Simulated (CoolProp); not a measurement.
Properties of R245fa along the isobar 8.34 bar (Tc = 153.9 °C, pc = 36.51 bar, ω = 0.378).

Model: reference Helmholtz-energy equation of state, Akasaka 2015, in CoolProp.

```tsv
T (°C)	phase	Z	cp (kJ/(kg K))	speed of sound (m/s)	expansivity (1/kK)	viscosity (µPa s)	Prandtl number
-50.55	liquid	0.03955	1.177	1002	1.519	1150	11.6
-33.85	liquid	0.03775	1.200	925.1	1.593	868	9.39
-17.15	liquid	0.03627	1.228	850.9	1.681	679	7.91
-0.45	liquid	0.03505	1.259	779.3	1.790	544	6.85
16.35	liquid	0.03406	1.295	709.6	1.929	442	6.03
33.05	liquid	0.03330	1.334	641.7	2.111	363	5.39
49.75	liquid	0.03278	1.379	574.0	2.358	299	4.86
66.45	liquid	0.03251	1.433	505.0	2.713	247	4.42
83.25	gas	0.8209	1.139	129.4	5.822	14.5	0.764
99.95	gas	0.8558	1.119	137.3	4.746	15.1	0.734
116.65	gas	0.8814	1.116	143.9	4.070	15.7	0.716
133.35	gas	0.9009	1.123	149.6	3.601	16.3	0.704
150.15	gas	0.9163	1.135	154.8	3.253	16.9	0.697
166.85	gas	0.9286	1.151	159.6	2.985	17.6	0.691
```

Viscosity comes from a separate model (Bell 2016), an estimate that may be off by 10 % or more. Thermal conductivity comes from a separate model (Huber 2003), an estimate that may be off by 10 % or more.
